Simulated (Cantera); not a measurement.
## Equilibrium for iron carbonyl, mercury and lead vapours: Fe(CO)5 + CO + N2

Feed: 1 mol Fe(CO)5, 0.87 mol CO, a varied amount of N2, at 1323 K and 0.100 bar.

These are equilibrium values from Cantera (NASA tables, ideal gas, pure condensed phases), not measurements of a reactor. Candidate condensed phases: C, Fe, Fe(CO)5, FeO, Fe2O3, Fe3O4; 27 gas species. Condensed phases not in the tables: cementite and carbon dissolved in iron. Equilibrium is a limit: real reactors are often held back by kinetics, nucleation or transport.

From 4.8 mol N2 to 15 mol N2 the condensed part is C(graphite) + Fe(γ). From 18 mol N2 to 47 mol N2 the condensed part is Fe(γ). The main Fe-bearing gas is Fe throughout.

```csv
n(N2) (mol),x N2,x CO,x CO2,x Fe,n C(graphite),n Fe(γ)
4.8,0.450,0.550,0.000120,2.08e-8,0.00128,1.00
5.8,0.497,0.503,9.99e-5,2.08e-8,0.00117,1.00
7,0.544,0.456,8.21e-5,2.08e-8,0.00106,1.00
8.5,0.592,0.408,6.59e-5,2.08e-8,0.000947,1.00
10,0.630,0.370,5.40e-5,2.08e-8,0.000857,1.00
12,0.672,0.328,4.26e-5,2.08e-8,0.000762,1.00
15,0.719,0.281,3.12e-5,2.08e-8,0.000652,1.00
18,0.754,0.246,2.39e-5,2.08e-8,0,1.00
22,0.789,0.211,1.75e-5,2.08e-8,0,1.000
27,0.821,0.179,1.26e-5,2.08e-8,0,1.000
32,0.845,0.155,9.49e-6,2.08e-8,0,1.000
39,0.869,0.131,6.76e-6,2.08e-8,0,1.000
47,0.889,0.111,4.87e-6,2.08e-8,0,1.000
```
x: gas mole fraction; n: condensed amount in mol.
